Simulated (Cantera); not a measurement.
A Cantera script and what it prints.

```python
import numpy as np
import cantera as ct

gas_names = """
    AL ALCL ALCL2 ALCL3 ALH ALN AL2 AL2CL6 CL CL2 H HCL H2 N NH NH2 NH3 N2 N2H2 N2H4
""".split()
cond_names = """
    AL(cr) AL(L) ALCL3(s) ALCL3(L) ALN(s) NH4CL(a) NH4CL(b)
""".split()


# ... load() reads the species with a 1 bar reference pressure and builds the phases ...
atoms = {
    'AlCl3': {'AL': 1, 'CL': 3},
    'HCl': {'H': 1, 'CL': 1},
    'N2': {'N': 2},
}
top_T = {'ALN(s)': 2750}  # K; cautious upper limits of use, not melting points


# ... equilibrate(T, P, feed) seeds the gas with the atoms and calls Mixture.equilibrate('TP', solver="vcs", rtol=1e-11, max_steps=5000) ...
results = []
T = 1450  # K
P = 133.322  # Pa
for m in [0.66, 0.84, 1.1, 1.4, 1.7, 2.2, 2.8, 3.5, 4.5, 5.7, 7.3]:
    feed = {'AlCl3': 1, 'HCl': m, 'N2': 6.6}  # mol
    mix = equilibrate(T, P, feed)
    results.append((T, P, feed, dict(zip(mix.species_names, mix.species_moles))))

top = {s: max(r[3][s] / sum(r[3][g] for g in gas_names) for r in results) for s in gas_names}
cols = sorted((s for s in top if top[s] > 1e-06), key=lambda s: -top[s])[:9]
seen = [c for c in cond_names if any(r[3].get(c, 0) > 1e-12 for r in results)]
print("log10 of partial pressures in bar; condensed amounts in mol")
print(f"{'n(HCl)':>10s}" + "".join(f"{s[:9]:>10s}" for s in cols + seen))
for T, P, feed, n in results:
    ng = sum(n[g] for g in gas_names)
    print(f"{feed['HCl']:10.4g}" + "".join(f"{np.log10(max(n[s] / ng * P / 1e5, 1e-99)):10.3f}" for s in cols)
          + "".join(f"{n.get(c, 0):10.4g}" for c in seen))
```

It prints:

```
log10 of partial pressures in bar; condensed amounts in mol
    n(HCl)        N2       HCL     ALCL3        CL        H2     ALCL2      ALCL         H       CL2
      0.66    -2.973    -3.975    -3.795    -5.799    -6.580    -6.020    -7.270    -8.314    -8.828
      0.84    -2.982    -3.880    -3.804    -5.771    -6.444    -6.057    -7.334    -8.246    -8.774
       1.1    -2.996    -3.776    -3.817    -5.735    -6.310    -6.106    -7.420    -8.179    -8.700
       1.4    -3.010    -3.686    -3.832    -5.697    -6.205    -6.158    -7.509    -8.127    -8.626
       1.7    -3.025    -3.616    -3.846    -5.665    -6.129    -6.205    -7.588    -8.089    -8.561
       2.2    -3.047    -3.527    -3.869    -5.620    -6.041    -6.272    -7.700    -8.045    -8.471
       2.8    -3.073    -3.448    -3.894    -5.578    -5.968    -6.340    -7.811    -8.008    -8.386
       3.5    -3.101    -3.379    -3.922    -5.539    -5.908    -6.407    -7.916    -7.978    -8.309
       4.5    -3.139    -3.308    -3.960    -5.497    -5.848    -6.486    -8.037    -7.948    -8.225
       5.7    -3.180    -3.246    -4.001    -5.460    -5.798    -6.564    -8.152    -7.923    -8.151
       7.3    -3.229    -3.188    -4.050    -5.425    -5.753    -6.649    -8.273    -7.901    -8.080
```

These are equilibrium values from Cantera (NASA tables, ideal gas, pure condensed phases), not measurements of a reactor. The tables' values for AlCl2 are old estimates; treat these amounts as uncertain.
